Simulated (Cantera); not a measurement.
A closed system holds: 1 mol CH3SiH3, 0.021 mol CH4, 890 mol H2, equilibrated at 1023 K and 10000 Pa.

Method: chemical equilibrium by Gibbs-energy minimisation in Cantera with the NASA 1993 tables (ideal gas, pure condensed phases). Candidate condensed phases: C, C6H6, C7H8, C8H18, Si, SiC; 87 gas species. The feed counts by its element totals alone. Kinetics and transport are ignored.

Base state: H2 1.000, CH4 2.35e-5 (mole fractions); condensed: SiC(s).

**Question.** What changes in the equilibrium state with this change: temperature from 1023 K to 2073.15 K?

**Answer.** 
```json
[
 {"species": "H2", "before": "1.000", "after": "0.991"},
 {"species": "H", "before": "1.31e-8", "after": "0.00829"},
 {"species": "Si", "before": "<1e-9", "after": "0.000205"},
 {"species": "C2H2 (acetylene)", "before": "<1e-9", "after": "0.000146"},
 {"species": "SiH", "before": "<1e-9", "after": "3.72e-5"},
 {"species": "SiH2", "before": "<1e-9", "after": "3.23e-5"},
 {"species": "CH4", "before": "2.35e-5", "after": "1.20e-5"},
 {"species": "SiC(s), mol", "before": "1.000", "after": "0.738"}
]
```
Gases not in the tables: Si2H6 and higher silanes.
